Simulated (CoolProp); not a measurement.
200 sccm (0 °C, 1 atm) of nitrogen bubbles through liquid ethanol at 302.2 K and leaves saturated at a total pressure of 0.0504 MPa (ideal gas phase). Each further row changes one setting.

Computed with CoolProp (reference Helmholtz-energy equation of state, Schroeder 2014).

```
case                      vapour pressure (kPa)  mole fraction of vapour  delivery (mg/min)  delivery (sccm)  change of delivery for a bath 1 K warmer (%)
------------------------  ---------------------  -----------------------  -----------------  ---------------  --------------------------------------------
as stated                                  9.93                      ___                101              ___                                           7.2
bath temperature 307.2 K                   13.1                    0.259                ___             70.0                                           ___
total pressure 0.101 MPa                   9.93                   0.0983               44.8             21.8                                           6.4
```

Task: What belongs in the gaps?

Result: 
- as stated, mole fraction of vapour: 0.197
- as stated, delivery (sccm): 49.1
- bath temperature 307.2 K, delivery (mg/min): 144
- bath temperature 307.2 K, change of delivery for a bath 1 K warmer (%): 7.6
